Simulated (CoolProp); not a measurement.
Saturation properties of tetradecamethylhexasiloxane (MD4M) (Tc = 380.0 °C, pc = 0.8286 MPa, ω = 0.800).

Computed with CoolProp (reference Helmholtz-energy equation of state, Thol 2019).

```csv
T (°C),p (MPa),liquid density (kg/m³),vapour density (kg/m³),surface tension (mN/m)
121.65,0.001004,792.2,0.1409,11.9
136.05,0.002007,777.6,0.2724,11.0
150.45,0.003756,762.9,0.4945,10.1
164.85,0.006637,747.9,0.8499,9.29
179.25,0.01114,732.6,1.393,8.47
193.65,0.01790,716.9,2.190,7.67
208.05,0.02763,700.7,3.325,6.90
222.45,0.04120,684.1,4.896,6.14
236.85,0.05958,666.9,7.028,5.40
```

It boils at 259.7 °C under 1 atm.

Surface tension comes from a separate correlation (Mulero 2014), older than this fluid's equation and unchecked against measurements.
